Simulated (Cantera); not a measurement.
# Catalytic stagnation flow on Pt

A jet of CH4 : O2 : N2 = 0.018 : 0.06 : 0.79 (molar parts) at 300 K and 0.480 bar hits a platinum plate 4.8 cm away at a mass flux of 0.021 kg/m²/s; the plate temperature is set and raised in steps from an oxygen-covered start.

Computed with Cantera and Deutschmann's 1995 Pt surface mechanism with GRI-Mech 3.0 gas chemistry. Catalytic surfaces can have several steady states; this one follows from the mechanism file's or the stated starting coverage.

```csv
plate T (K),wall x CH4,wall x O2,wall x H2O,wall x OH,wall x CO,wall x CO2,θ free Pt,θ O*,θ OH*
850,0.00962,0.0456,0.0208,<1e-8,2.36e-6,0.0136,0.111,0.887,0.00260
900,0.00506,0.0359,0.0292,1.75e-8,1.79e-6,0.0192,0.173,0.824,0.00296
950,0.00282,0.0312,0.0333,4.85e-8,1.39e-6,0.0219,0.240,0.757,0.00292
1000,0.00174,0.0290,0.0352,1.22e-7,1.16e-6,0.0232,0.308,0.689,0.00270
1050,0.00117,0.0278,0.0361,2.80e-7,1.03e-6,0.0238,0.375,0.622,0.00243
```
x: mole fraction at the wall; θ: surface coverage.
